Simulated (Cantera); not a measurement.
A perfectly stirred reactor is fed with C2H6 : O2 : N2 : CO2 = 1 : 6.14 : 23.1 : 1.2 (molar parts), at 2.10 bar; it is adiabatic with a 300 K inlet, and is followed from long to short residence time, starting on the burning branch (τ in s: 0.13, 0.053, 0.022, 0.0089, 0.0037, 0.0015, 0.00062, 0.00026, 0.00011, 4.3e-05, 1.8e-05, 7.4e-06).

Detailed kinetics in Cantera: GRI-Mech 3.0 (53 species, 325 reactions).

x: mole fraction; the columns are a selection and need not sum to one.

```tsv
τ (s)	T (K)	x C2H6	x O2	x CO2	x HO2	x HCN	x NO
0.13	1572	2.07e-6	0.0827	0.0999	2.43e-6	?	4.49e-6
0.053	1569	3.77e-6	0.0828	0.0996	4.28e-6	?	4.35e-6
0.022	1564	6.80e-6	0.0830	0.0991	7.38e-6	?	3.75e-6
0.0089	1556	1.26e-5	0.0834	0.0983	1.28e-5	?	2.85e-6
0.0037	1541	2.37e-5	0.0841	0.0966	2.14e-5	?	2.01e-6
0.0015	1512	5.01e-5	0.0858	0.0933	3.71e-5	?	1.27e-6
0.00062	300	0.0318	0.195	0.0382	<1e-12	<1e-12	<1e-12
0.00026	300	0.0318	0.195	0.0382	<1e-12	<1e-12	<1e-12
0.00011	300	0.0318	0.195	0.0382	<1e-12	<1e-12	<1e-12
4.3e-5	300	0.0318	0.195	0.0382	<1e-12	<1e-12	<1e-12
1.8e-5	300	0.0318	0.195	0.0382	<1e-12	<1e-12	<1e-12
7.4e-6	300	0.0318	0.195	0.0382	<1e-12	<1e-12	<1e-12
```

Some entries are withheld; supply them.


- 0.13, x HCN: 1.49e-9
- 0.053, x HCN: 2.22e-9
- 0.022, x HCN: 2.90e-9
- 0.0089, x HCN: 3.56e-9
- 0.0037, x HCN: 4.68e-9
- 0.0015, x HCN: 7.59e-9
